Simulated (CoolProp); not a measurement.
The fluid at 321.76 K and 0.0253 MPa (gas) is heated at constant pressure to 352.8 K. The same conditions are run with several fluids, on thermodynamics alone (safety and materials aside).

Model: reference Helmholtz-energy equation of state of each fluid (tetrahydrofuran: Fiedler 2023; n-perfluorobutane: Gao 2022; hydrogen sulfide: Lemmon 2006; R1336mzz(E): Akasaka 2023; CH2F2 (R32): Tillner-Roth 1997), in CoolProp.

```json
[
 {"fluid": "tetrahydrofuran", "heat (kJ/kg)": "38.1", "final density (kg/m³)": "0.626"},
 {"fluid": "n-perfluorobutane", "heat (kJ/kg)": "28.1", "final density (kg/m³)": "2.06"},
 {"fluid": "hydrogen sulfide", "heat (kJ/kg)": "31.6", "final density (kg/m³)": "0.294"},
 {"fluid": "R1336mzz(E)", "heat (kJ/kg)": "26.6", "final density (kg/m³)": "1.42"},
 {"fluid": "CH2F2 (R32)", "heat (kJ/kg)": "27.6", "final density (kg/m³)": "0.449"}
]
```
